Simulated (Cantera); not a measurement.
Input: 1 mol Fe₂O₃, 360 mol H₂, held at 1500 °C and 0.320 bar.

These are equilibrium values from Cantera (NASA tables, ideal gas, pure condensed phases), not measurements of a reactor. Candidate condensed phases: Fe, FeO, Fe(OH)₂, Fe(OH)₃, Fe₂O₃, Fe₃O₄, H₂O; 12 gas species. The numbers say what is thermodynamically allowed, not how fast it happens.

Base state: H₂ 0.991, H₂O 0.00833, H 0.000501, Fe 6.18e-5 (mole fractions); condensed: Fe(δ).

**Question.** What changes in the equilibrium state with this change: pressure from 0.320 bar to 0.0133 bar?

**Answer.** 
```
species       before    after
----------  --------  -------
H₂             0.991    0.988
H₂O          0.00833  0.00831
H           0.000501  0.00245
Fe           6.18e-5  0.00148
Fe(δ), mol      1.98     1.46
```
